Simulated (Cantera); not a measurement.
Charge: 1 mol Si2Cl6, 2.1 mol HCl, a varied amount of N2, held at 1023 K and 1.33 mbar.

Cantera equilibrium calculation (NASA polynomials, part measured and part estimated; ideal gas, pure solids and liquids). Candidate condensed phases: NH4Cl, Si, Si3N4; 28 gas species. The feed counts by its element totals alone. N2 is the only nitrogen source here; it is nearly inert below about 1500 K, so the nitride shown seldom forms there in practice. The tables' values for SiCl3 are old estimates; treat these amounts as uncertain. Equilibrium is a limit: real reactors are often held back by kinetics, nucleation or transport.

x: gas mole fraction; n: condensed amount in mol.

```
n(N2) (mol)   x N2   x HCl  x SiCl4      x H2   x SiCl3  n Si3N4(s)
-----------  -----  ------  -------  --------  --------  ----------
8.3          0.695   0.156    0.136    0.0129  0.000534       0.141
13           0.782   0.113   0.0959   0.00785  0.000403       0.145
19           0.841  0.0844   0.0696   0.00497  0.000313       0.147
30           0.893     ___      ___       ___  0.000228       0.150
45           0.926     ___      ___       ___  0.000171       0.153
70           0.951  0.0269   0.0208  0.000886  0.000124       0.155
110          0.968  0.0176   0.0134  0.000470   8.89e-5       0.157
160          0.978  0.0123  0.00927  0.000276   6.73e-5       0.158
```

### Question
Some entries are withheld; supply them.

### Answer

- 45, x HCl: 0.0403
- 45, x SiCl4: 0.0318
- 45, x H2: 0.00162
- 30, x HCl: 0.0576
- 30, x SiCl4: 0.0463
- 30, x H2: 0.00278
